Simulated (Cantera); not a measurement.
An adiabatic, constant-volume homogeneous reactor starts with CO : H2 : CH4 : O2 : N2 = 1 : 0.49 : 0.063 : 1.08 : 6.56 (molar parts), at 1350 K and 6.70 bar. Integrator tolerance rtol = 1e-08.

Cantera simulation using GRI-Mech 3.0 (53 species, 325 reactions); the numbers are that mechanism's predictions, not measurements.

**Question.** What does this change do: pressure from 6.70 bar to 0.230 bar?

**Answer.** 
| quantity | before | after |
|---|---|---|
| time of steepest temperature rise | 11.3 µs | 0.210 ms |
| temperature at 0.100 s | 2731 K | 2541 K |
| equilibrium temperature | 2731 K | 2541 K |
| x(CO) at 0.100 s | 0.0202 (gas-phase equilibrium 0.0202) | 0.0343 (gas-phase equilibrium 0.0343) |
| x(H2) at 0.100 s | 0.00188 (gas-phase equilibrium 0.00188) | 0.00375 (gas-phase equilibrium 0.00375) |
| x(CH4) at 0.100 s | <1e-12 (gas-phase equilibrium <1e-12) | <1e-12 (gas-phase equilibrium <1e-12) |
| x(OH) at 0.100 s | 0.00723 (gas-phase equilibrium 0.00723) | 0.0101 (gas-phase equilibrium 0.0101) |
| x(HCN) at 0.100 s | 5.69e-10 (gas-phase equilibrium 5.69e-10) | 9.55e-11 (gas-phase equilibrium 9.56e-11) |
| x(CH3) at 0.100 s | <1e-12 (gas-phase equilibrium <1e-12) | <1e-12 (gas-phase equilibrium <1e-12) |
| x(HO2) at 0.100 s | 8.13e-6 (gas-phase equilibrium 8.13e-6) | 2.51e-6 (gas-phase equilibrium 2.51e-6) |

**Question.** What does this change do: initial temperature 1350 to 1575 K?

**Answer.** 
| quantity | before | after |
|---|---|---|
| time of steepest temperature rise | 11.3 µs | 4.02 µs |
| temperature at 0.100 s | 2731 K | 2826 K |
| equilibrium temperature | 2731 K | 2826 K |
| x(CO) at 0.100 s | 0.0202 (gas-phase equilibrium 0.0202) | 0.0282 (gas-phase equilibrium 0.0282) |
| x(H2) at 0.100 s | 0.00188 (gas-phase equilibrium 0.00188) | 0.00267 (gas-phase equilibrium 0.00267) |
| x(CH4) at 0.100 s | <1e-12 (gas-phase equilibrium <1e-12) | <1e-12 (gas-phase equilibrium <1e-12) |
| x(OH) at 0.100 s | 0.00723 (gas-phase equilibrium 0.00723) | 0.00944 (gas-phase equilibrium 0.00944) |
| x(HCN) at 0.100 s | 5.69e-10 (gas-phase equilibrium 5.69e-10) | 1.24e-9 (gas-phase equilibrium 1.24e-9) |
| x(CH3) at 0.100 s | <1e-12 (gas-phase equilibrium <1e-12) | <1e-12 (gas-phase equilibrium <1e-12) |
| x(HO2) at 0.100 s | 8.13e-6 (gas-phase equilibrium 8.13e-6) | 1.00e-5 (gas-phase equilibrium 1.00e-5) |
